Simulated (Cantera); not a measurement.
What does this Cantera script print?

```python
import numpy as np
import cantera as ct

gas_names = [...]  # 113 gases of nasa_gas.yaml made of C, Cu, H, O
cond_names = """
    C(gr) C6H6(L) C7H8(L) C8H18(L),n-octa Cu(cr) Cu(L) CuO(s) CuO2H2(s) Cu2O(s) Cu2O(L) H2O(s) H2O(L)
""".split()


# ... load() reads the species with a 1 bar reference pressure and builds the phases ...
atoms = {
    'Cu': {'Cu': 1},
    'CO2': {'C': 1, 'O': 2},
    'H2': {'H': 2},
}
top_T = {'C(gr)': 4500, 'CuO(s)': 1390}  # K; cautious upper limits of use, not melting points


# ... equilibrate(T, P, feed) seeds the gas with the atoms and calls Mixture.equilibrate('TP', solver="vcs", rtol=1e-11, max_steps=5000) ...
results = []
feed = {'Cu': 1, 'CO2': 6.8, 'H2': 18}  # mol
for P in [10, 41, 160, 670, 2700, 11000, 45000, 180000, 740000, 3000000]:
    for T in [1148, 1223, 1298, 1373, 1448, 1523, 1598, 1673, 1748, 1823, 1898, 1973, 2048]:
        mix = equilibrate(T, P, feed)
        results.append((T, P, feed, dict(zip(mix.species_names, mix.species_moles))))

for T, P, feed, n in results:
    print(f"{T:7g} {P:10.4g}  " + (" + ".join(c for c in cond_names if n.get(c, 0) > 1e-12) or "gas only"))
```

Output:

```
   1148         10  Cu(cr)
   1223         10  Cu(cr)
   1298         10  Cu(cr)
   1373         10  Cu(L)
   1448         10  Cu(L)
   1523         10  gas only
   1598         10  gas only
   1673         10  gas only
   1748         10  gas only
   1823         10  gas only
   1898         10  gas only
   1973         10  gas only
   2048         10  gas only
   1148         41  Cu(cr)
   1223         41  Cu(cr)
   1298         41  Cu(cr)
   1373         41  Cu(L)
   1448         41  Cu(L)
   1523         41  Cu(L)
   1598         41  gas only
   1673         41  gas only
   1748         41  gas only
   1823         41  gas only
   1898         41  gas only
   1973         41  gas only
   2048         41  gas only
   1148        160  Cu(cr)
   1223        160  Cu(cr)
   1298        160  Cu(cr)
   1373        160  Cu(L)
   1448        160  Cu(L)
   1523        160  Cu(L)
   1598        160  Cu(L)
   1673        160  gas only
   1748        160  gas only
   1823        160  gas only
   1898        160  gas only
   1973        160  gas only
   2048        160  gas only
   1148        670  Cu(cr)
   1223        670  Cu(cr)
   1298        670  Cu(cr)
   1373        670  Cu(L)
   1448        670  Cu(L)
   1523        670  Cu(L)
   1598        670  Cu(L)
   1673        670  Cu(L)
   1748        670  gas only
   1823        670  gas only
   1898        670  gas only
   1973        670  gas only
   2048        670  gas only
   1148       2700  Cu(cr)
   1223       2700  Cu(cr)
   1298       2700  Cu(cr)
   1373       2700  Cu(L)
   1448       2700  Cu(L)
   1523       2700  Cu(L)
   1598       2700  Cu(L)
   1673       2700  Cu(L)
   1748       2700  Cu(L)
   1823       2700  Cu(L)
   1898       2700  gas only
   1973       2700  gas only
   2048       2700  gas only
   1148    1.1e+04  Cu(cr)
   1223    1.1e+04  Cu(cr)
   1298    1.1e+04  Cu(cr)
   1373    1.1e+04  Cu(L)
   1448    1.1e+04  Cu(L)
   1523    1.1e+04  Cu(L)
   1598    1.1e+04  Cu(L)
   1673    1.1e+04  Cu(L)
   1748    1.1e+04  Cu(L)
   1823    1.1e+04  Cu(L)
   1898    1.1e+04  Cu(L)
   1973    1.1e+04  Cu(L)
   2048    1.1e+04  gas only
   1148    4.5e+04  Cu(cr)
   1223    4.5e+04  Cu(cr)
   1298    4.5e+04  Cu(cr)
   1373    4.5e+04  Cu(L)
   1448    4.5e+04  Cu(L)
   1523    4.5e+04  Cu(L)
   1598    4.5e+04  Cu(L)
   1673    4.5e+04  Cu(L)
   1748    4.5e+04  Cu(L)
   1823    4.5e+04  Cu(L)
   1898    4.5e+04  Cu(L)
   1973    4.5e+04  Cu(L)
   2048    4.5e+04  Cu(L)
   1148    1.8e+05  Cu(cr)
   1223    1.8e+05  Cu(cr)
   1298    1.8e+05  Cu(cr)
   1373    1.8e+05  Cu(L)
   1448    1.8e+05  Cu(L)
   1523    1.8e+05  Cu(L)
   1598    1.8e+05  Cu(L)
   1673    1.8e+05  Cu(L)
   1748    1.8e+05  Cu(L)
   1823    1.8e+05  Cu(L)
   1898    1.8e+05  Cu(L)
   1973    1.8e+05  Cu(L)
   2048    1.8e+05  Cu(L)
   1148    7.4e+05  Cu(cr)
   1223    7.4e+05  Cu(cr)
   1298    7.4e+05  Cu(cr)
   1373    7.4e+05  Cu(L)
   1448    7.4e+05  Cu(L)
   1523    7.4e+05  Cu(L)
   1598    7.4e+05  Cu(L)
   1673    7.4e+05  Cu(L)
   1748    7.4e+05  Cu(L)
   1823    7.4e+05  Cu(L)
   1898    7.4e+05  Cu(L)
   1973    7.4e+05  Cu(L)
   2048    7.4e+05  Cu(L)
   1148      3e+06  Cu(cr)
   1223      3e+06  Cu(cr)
   1298      3e+06  Cu(cr)
   1373      3e+06  Cu(L)
   1448      3e+06  Cu(L)
   1523      3e+06  Cu(L)
   1598      3e+06  Cu(L)
   1673      3e+06  Cu(L)
   1748      3e+06  Cu(L)
   1823      3e+06  Cu(L)
   1898      3e+06  Cu(L)
   1973      3e+06  Cu(L)
   2048      3e+06  Cu(L)
```

Method: chemical equilibrium by Gibbs-energy minimisation in Cantera with the NASA 1993 tables (ideal gas, pure condensed phases).
